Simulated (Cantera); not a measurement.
Input: 1 mol TEOS, 0.24 mol O3, held at 10000 Pa.

These are equilibrium values from Cantera (NASA tables, ideal gas, pure condensed phases), not measurements of a reactor. Candidate condensed phases: C, C6H6, C7H8, C8H18, H2O, Si, SiC, SiO2; 123 gas species. The feed counts by its element totals alone. Mutual solubility and eutectic melting of coexisting phases are not modelled. The tables hold silica as quartz up to 1696 K and as liquid above; real silica turns to tridymite and cristobalite and melts near 1996 K. Equilibrium is a limit: real reactors are often held back by kinetics, nucleation or transport.

Q: Which condensed phases are stable at each of these points (T (K)): 1198, 1348, 1498, 1648, 1798, 1948, 2098?

A: 
```csv
T (K),condensed phases,Si condensed (%)
1198,C(graphite) + SiO2(β-quartz),100.0
1348,C(graphite) + SiO2(β-quartz),100.0
1498,C(graphite) + SiC(s) + SiO2(β-quartz),99.5
1648,C(graphite) + SiC(s),98.4
1798,C(graphite) + SiC(s),97.4
1948,C(graphite) + SiC(s),96.1
2098,C(graphite) + SiC(s),94.4
```

From 1198 K to 1348 K the condensed part is C(graphite) + SiO2(β-quartz). At 1498 K the condensed part is C(graphite) + SiC(s) + SiO2(β-quartz). From 1648 K to 2098 K the condensed part is C(graphite) + SiC(s).
